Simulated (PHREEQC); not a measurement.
0.057 g of hydrous ferric oxide (600 m²/g; 0.2 weak and 0.005 strong sites per Fe, Dzombak-Morel constants, diffuse double layer) in 1 kg of water with 0.05 mol/kgw of an inert sodium salt, at 25 °C; the pH is set by adding NaOH or the inert anion's acid. Oxygen is held at 0.21 atm. The system is closed to CO2. Nothing may precipitate in this run.

Equilibrium calculation in PHREEQC: ion-association model, wateq4f.dat.

**Question.** Predict surface charge σ (C/m²) at pH = 4, 8.67, 9.33.

**Answer.** 
```
pH    surface charge σ (C/m²)
----  -----------------------
4                       0.294
8.67                   -0.015
9.33                   -0.039
```

Species that the database lacks are ignored.
